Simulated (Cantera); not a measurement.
Input (Python, Cantera):

```python
import numpy as np
import cantera as ct

gas = ct.Solution("gri30.yaml")
gas.TPX = 1498, 350000, {'CH2O': 0.019, 'O2': 0.058, 'N2': 1}
reactor = ct.IdealGasConstPressureReactor(gas, energy="off", clone=False)
net = ct.ReactorNet([reactor])
net.rtol, net.atol = 1e-08, 1e-18
show = ['CH2O', 'O2', 'CO2', 'H', 'HCO', 'HCN']
times = np.geomspace(1e-05, 30, 14)

steps = ct.SolutionArray(gas, extra=["t"])
rows = []
print(f"{'t/s':>10s}{'T/K':>9s}{'P/Pa':>11s}" + "".join(f"{s:>11s}" for s in show))
for t in times:
    while net.time < t:
        t_next = net.step()
        steps.append(gas.state, t=t_next)
    rows.append([np.interp(t, steps.t, y) for y in (steps.T, steps.P, *steps(*show).X.T)])
    print(f"{t:10.3e}{rows[-1][0]:9.1f}{rows[-1][1]:11.4g}" + "".join(f"{x:11.3e}" for x in rows[-1][2:]))
rate = np.gradient(steps.T, steps.t)
print("integrator steps:", len(steps.t))
if steps.T.max() > steps.T[0] + 200:
    print(f"time of steepest temperature rise: {steps.t[rate.argmax()]:.4e} s")
gas.TPX = 1498, 350000, {'CH2O': 0.019, 'O2': 0.058, 'N2': 1}
gas.equilibrate("TP")
print(f"equilibrium (TP): T = {gas.T:.1f} K  " + "  ".join(f"{s} {gas[s].X[0]:.3e}" for s in show))
```

Result:

```
       t/s      T/K       P/Pa       CH2O         O2        CO2          H        HCO        HCN
 1.000e-05   1498.0    3.5e+05  1.728e-02  5.360e-02  1.877e-07  2.651e-06  2.989e-06  3.472e-15
 3.149e-05   1498.0    3.5e+05  9.592e-03  5.029e-02  8.833e-05  2.352e-05  1.683e-05  1.890e-13
 9.919e-05   1498.0    3.5e+05  9.855e-11  4.179e-02  4.303e-03  6.431e-04  1.956e-08  4.535e-13
 3.124e-04   1498.0    3.5e+05  2.829e-12  3.782e-02  1.375e-02  8.019e-05  8.662e-10  6.600e-14
 9.839e-04   1498.0    3.5e+05  2.921e-14  3.646e-02  1.697e-02  6.353e-06  1.296e-11  1.067e-14
 3.099e-03   1498.0    3.5e+05  2.039e-16  3.622e-02  1.757e-02  3.207e-07  7.921e-14  2.017e-15
 9.760e-03   1498.0    3.5e+05  2.015e-18  3.620e-02  1.764e-02  1.779e-08  3.971e-16  4.653e-16
 3.074e-02   1498.0    3.5e+05  5.622e-20  3.621e-02  1.764e-02  3.336e-09  6.840e-18  8.138e-17
 9.681e-02   1498.0    3.5e+05  3.351e-20  3.621e-02  1.764e-02  2.803e-09  3.777e-18  9.540e-18
 3.049e-01   1498.0    3.5e+05  3.349e-20  3.621e-02  1.764e-02  2.803e-09  3.775e-18  5.001e-18
 9.603e-01   1498.0    3.5e+05  3.349e-20  3.621e-02  1.764e-02  2.803e-09  3.775e-18  9.310e-19
 3.024e+00   1498.0    3.5e+05  3.349e-20  3.621e-02  1.764e-02  2.803e-09  3.775e-18  2.433e-20
 9.525e+00   1498.0    3.5e+05  3.349e-20  3.621e-02  1.764e-02  2.803e-09  3.775e-18  1.952e-20
 3.000e+01   1498.0    3.5e+05  3.349e-20  3.621e-02  1.764e-02  2.803e-09  3.775e-18  1.997e-20
integrator steps: 1856
equilibrium (TP): T = 1498.0 K  CH2O 3.375e-20  O2 3.593e-02  CO2 1.764e-02  H 2.808e-09  HCO 3.797e-18  HCN 3.209e-21
```

Computed with Cantera and GRI-Mech 3.0 (53 species, 325 reactions). The temperature is held fixed by assumption; the heat of reaction is taken as removed at once.
